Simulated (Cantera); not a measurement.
Oxide etching and cleaning by halides: Fe₂O₃ + HCl + O₂

Feed: 1 mol Fe₂O₃, 1.5 mol HCl, 0.43 mol O₂, at 75.0 Torr.

Equilibrium computed with Cantera from the NASA thermochemical tables; the gas is ideal and each condensed phase is pure. Candidate condensed phases: Fe, FeCl₂, FeCl₃, FeO, Fe(OH)₂, Fe(OH)₃, Fe₂O₃, Fe₃O₄, H₂O; 22 gas species. Condensed phases not in the tables: FeOCl. The numbers say what is thermodynamically allowed, not how fast it happens.

| T (K) | x HCl | x H₂O | x Cl₂ | x O₂ | x FeCl₃ | x FeCl₂ | x Cl | x ClO | n Fe₂O₃(s) |
|---|---|---|---|---|---|---|---|---|---|
| 698 | 0.322 | 0.282 | 0.282 | 0.113 | 1.99e-6 | 1.32e-10 | 1.04e-6 | 2.18e-8 | 1.000 |
| 748 | 0.382 | 0.246 | 0.246 | 0.127 | 8.59e-6 | 2.20e-9 | 4.03e-6 | 6.95e-8 | 1.000 |
| 798 | 0.434 | 0.213 | 0.213 | 0.140 | 2.97e-5 | 2.50e-8 | 1.30e-5 | 1.89e-7 | 1.000 |
| 848 | 0.480 | 0.185 | 0.185 | 0.151 | 8.62e-5 | 2.08e-7 | 3.64e-5 | 4.51e-7 | 1.000 |
| 898 | 0.518 | 0.161 | 0.160 | 0.160 | 0.000216 | 1.34e-6 | 9.02e-5 | 9.66e-7 | 1.000 |
| 948 | 0.550 | 0.141 | 0.140 | 0.168 | 0.000480 | 6.97e-6 | 0.000202 | 1.90e-6 | 1.000 |
| 998 | 0.577 | 0.124 | 0.122 | 0.175 | 0.000962 | 3.02e-5 | 0.000417 | 3.45e-6 | 0.999 |
| 1048 | 0.599 | 0.110 | 0.107 | 0.181 | 0.00177 | 0.000112 | 0.000798 | 5.89e-6 | 0.998 |
| 1098 | 0.616 | 0.0992 | 0.0936 | 0.186 | 0.00300 | 0.000361 | 0.00143 | 9.52e-6 | 0.997 |
| 1148 | 0.629 | 0.0907 | 0.0814 | 0.191 | 0.00471 | 0.00103 | 0.00242 | 1.46e-5 | 0.995 |
| 1198 | 0.636 | 0.0846 | 0.0698 | 0.196 | 0.00683 | 0.00261 | 0.00387 | 2.14e-5 | 0.991 |
| 1248 | 0.639 | 0.0810 | 0.0586 | 0.200 | 0.00908 | 0.00590 | 0.00586 | 2.98e-5 | 0.986 |
x: gas mole fraction; n: condensed amount in mol.

From 698 K to 1248 K the condensed part is Fe₂O₃(s). The main Fe-bearing gas is FeCl₃ throughout.
